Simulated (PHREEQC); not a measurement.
A solution holds 51 mmol/kgw HCl, 0.05 mmol/kgw LiCl and 0.061 mmol/kgw Na2SO4, at 25 °C. Closed to the air; pH follows from the charge balance.

Computed with PHREEQC (Pitzer model, pitzer.dat).

| Item | Value |
|---|---|
| pH | 1.37 |
| ionic strength | 0.0512 mol/kgw |
| specific conductance | 18900 µS/cm |
| density | 0.998 g/cm³ |
| osmotic coefficient | 0.949 |
| total alkalinity | -51.0 meq/kg |

| species | molality | activity | log γ |
|---|---|---|---|
| Cl- | 0.0510 | 0.0415 | -0.089 |
| H+ | 0.0510 | 0.0430 | -0.073 |
| Na+ | 0.000122 | 0.000102 | -0.077 |
| Li+ | 5.00e-5 | 4.22e-5 | -0.074 |
| HSO4- | 3.93e-5 | 3.27e-5 | -0.080 |
| SO4-2 | 2.17e-5 | 7.98e-6 | -0.434 |

This is a speciation only: nothing precipitates in the calculation.
